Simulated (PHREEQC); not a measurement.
Make-up at 25 °C: 0.049 mol/kgw Pb(NO3)2, 0.0016 mol/kgw MgSO4, 0.0021 mol/kgw HCl and 0.0036 mol/kgw Na2SO4. Closed to the air; pH follows from the charge balance.

Model: ion-association model, wateq4f.dat, run in PHREEQC.

Question: The ionic strength comes out as 0.124 mol/kgw. What activity coefficients do HSO4-, PbCl+, PbNO3+, Na+, Mg+2 get?

Answer: HSO4- 0.76, PbCl+ 0.77, PbNO3+ 0.77, Na+ 0.77, Mg+2 0.38.

No solid was allowed to form. Saturation is exceeded, for instance for Anglesite; the values hold only as long as no solid forms.
